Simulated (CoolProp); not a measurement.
A single-stage vapour-compression cycle with R404A: evaporating at 216.15 K (dew point), condensing at 255.15 K (bubble point), superheat 10 K, subcooling 0 K, compressor efficiency 0.6, no pressure losses. Each further row changes one setting.

Model: reference Helmholtz-energy equation of state, Lemmon 2003, in CoolProp. It is a pseudo-pure fit of the blend.

| case | cooling COP | pressure ratio | discharge temperature (K) | refrigerating effect (kJ/kg) | volumetric capacity (kJ/m³) |
|---|---|---|---|---|---|
| as stated | 2.73 | 5.90 | 305.1 | 165 | 494 |
| evaporating temperature 221.15 K | 3.27 | 4.52 | 298.7 | 168 | 646 |
| condensing temperature 250.15 K | 3.20 | 4.89 | 296.6 | 172 | 513 |
| subcooling 5 K | 2.84 | 5.90 | 305.1 | 172 | 513 |
| superheat 20 K | 2.73 | 5.90 | 316.4 | 173 | 492 |
| compressor efficiency 0.5 | 2.27 | 5.90 | 318.1 | 165 | 494 |
